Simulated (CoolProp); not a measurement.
Values from CoolProp's reference Helmholtz-energy equation of state, Marx 1992.

Problem. For R113, give the phase and the Z, cp (kJ/(kg K)), cv (kJ/(kg K)), speed of sound (m/s) at 385.5 K and 0.251 MPa; 410.9 K and 0.251 MPa; 436.4 K and 0.251 MPa.

Solution. 
- 385.5 K and 0.251 MPa: gas; Z 0.944, cp 0.751, cv 0.694, speed of sound 128
- 410.9 K and 0.251 MPa: gas; Z 0.955, cp 0.765, cv 0.710, speed of sound 134
- 436.4 K and 0.251 MPa: gas; Z 0.963, cp 0.779, cv 0.727, speed of sound 139
